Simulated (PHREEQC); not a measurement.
Make-up at 25 °C: 0.6 mol/kgw CaCl2, 0.025 mol/kgw BaCl2 and 1.4 mol/kgw MgCl2. Closed to the air; pH follows from the charge balance.

All values are PHREEQC results (Pitzer model, pitzer.dat), not measurements.

```csv
quantity,before,after
MgOH+ (mol/kgw),1.04e-6,2.37e-7
SI of Bischofite (MgCl2:6H2O),-3.65,-7.20
SI of MgCl2_4H2O (MgCl2:4H2O),-5.89,-9.58
```

Problem. What was changed between the two runs?
A. diluted 10-fold with water
B. temperature from 25 to 35 °C
C. MgCl2 from 1.4 to 2.1 mol/kgw
D. CaCl2 left out
E. 0.079 mol/kgw SrCl2 added

Solution. A, diluted 10-fold with water

No solid was allowed to form.
